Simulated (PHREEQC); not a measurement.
Make-up at 73 °C: 0.019 mol/kgw NH4HS, 0.00078 mol/kgw NaCl and 0.0027 mol/kgw MnCl2. It is in equilibrium with CO2 at log p = -3.4 (atm). Otherwise closed; pH follows from the charge balance.

Equilibrium calculation in PHREEQC: ion-association model, wateq4f.dat.

```
Item                       Value
----------------  --------------
pH                          7.26
ionic strength    0.0251 mol/kgw
total alkalinity     19.0 meq/kg
```

```tsv
species	molality	activity	log γ
NH4+	0.0164	0.0139	-0.073
HS-	0.0163	0.0137	-0.075
Cl-	0.00615	0.00517	-0.075
H2S	0.00272	0.00274	0.003
Mn+2	0.00263	0.00141	-0.270
NH3	0.00262	0.00262	0.000
Na+	0.000780	0.000662	-0.071
```

Precipitation was switched off in this run. Saturation is exceeded, for instance for Rhodochrosite; the values hold only as long as no solid forms. Constants without temperature data keep their 25 °C values here. The polysulfide entries of wateq4f.dat were taken out for this run.
